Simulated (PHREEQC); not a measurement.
Make-up at 20 °C: 0.19 mol Cu(NO3)2, 0.27 mol HNO3 and 0.00022 mol Na2SO4 per kg of water. Closed to the air; pH follows from the charge balance.

The numbers come from PHREEQC with the ion-association model, phreeqc.dat.

```
quantity            before     after
----------------  --------  --------
HSO4- (mol/kgw)   0.000142  0.000160
CuSO4 (mol/kgw)    4.15e-5   2.99e-5
SO4-2 (mol/kgw)    3.67e-5   3.03e-5
NaSO4- (mol/kgw)   1.43e-8   1.14e-8
CuOH+ (mol/kgw)    3.26e-9   2.13e-9
```

Which change was made?
A. HNO3 from 0.27 to 0.405 mol/kgw
B. temperature from 20 to 25 °C
C. Na2SO4 from 0.00022 to 4.4e-05 mol/kgw
D. temperature from 20 to 35 °C
E. HNO3 left out

A, HNO3 from 0.27 to 0.405 mol/kgw

Precipitation was switched off in this run. The ionic strength passes 0.7 mol/kgw, the rough limit of the ion-association models, in every such run.
